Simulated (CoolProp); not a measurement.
Propylene glycol along the isobar 32600 kPa: Z from the reference equation and from simpler models built on Tc = 674.0 K, pc = 7292 kPa, ω = 0.327; each cubic takes its own stable root.

Computed with CoolProp (reference Helmholtz-energy equation of state, Eisenbach 2021).

```tsv
T (K)	phase	reference	van der Waals	Redlich-Kwong	Soave-Redlich-Kwong
498.1	liquid	0.6726	0.9705	0.6971	0.6763
515.5	liquid	0.6619	0.9490	0.6861	0.6659
532.9	liquid	0.6527	0.9294	0.6766	0.6571
550.3	liquid	0.6452	0.9114	0.6685	0.6500
567.7	liquid	0.6393	0.8950	0.6617	0.6445
585.2	liquid	0.6349	0.8800	0.6561	0.6406
602.6	liquid	0.6323	0.8664	0.6518	0.6383
620	liquid	0.6314	0.8541	0.6487	0.6376
```
